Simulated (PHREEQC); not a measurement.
1 kg of water holding 0.0037 mol/kgw CaCl2 and 0.45 mol/kgw MgCl2 is evaporated at 20 °C; the solids stay in contact with the brine. CO2 from the air is kept out. Only these solids could form: Bischofite, Brucite, Portlandite, MgCl2_4H2O.

The series has 16 steps of water left (kg), from 1 to 0.01021.

Model: Pitzer model, pitzer.dat, run in PHREEQC.

**Question.** Which solids form, in which order, and at which step of the series does each first stand?

**Answer.** Bischofite from water left = 0.07771 kg.

Complexes and solids missing from the database can't appear.
